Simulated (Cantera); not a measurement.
What does this Cantera script print?

```python
import numpy as np
import cantera as ct

gas = ct.Solution("gri30.yaml")


def delay(T, t_max=10):
    gas.TPX = T, 1000000, {'CH4': 1, 'O2': 2.74, 'N2': 10.3}
    reactor = ct.IdealGasReactor(gas, clone=False)
    net = ct.ReactorNet([reactor])
    net.rtol, net.atol = 1e-8, 1e-16
    while net.time < t_max:
        t_old, T_old = net.time, reactor.T
        net.step()
        if reactor.T > T + 400:  # ignition: a rise of 400 K
            return t_old + (T + 400 - T_old) / (reactor.T - T_old) * (net.time - t_old)
    return np.nan


taus = []
for T in [1175, 1225, 1275, 1325, 1375, 1425, 1475]:
    taus.append(delay(T))
    print(f"T0 = {T:6g} K   tau = {taus[-1]:.4e} s")
```

Output:

```
T0 =   1175 K   tau = 5.4037e-03 s
T0 =   1225 K   tau = 2.8941e-03 s
T0 =   1275 K   tau = 1.6026e-03 s
T0 =   1325 K   tau = 9.1348e-04 s
T0 =   1375 K   tau = 5.3457e-04 s
T0 =   1425 K   tau = 3.2059e-04 s
T0 =   1475 K   tau = 1.9678e-04 s
```

Detailed kinetics in Cantera: GRI-Mech 3.0 (53 species, 325 reactions).
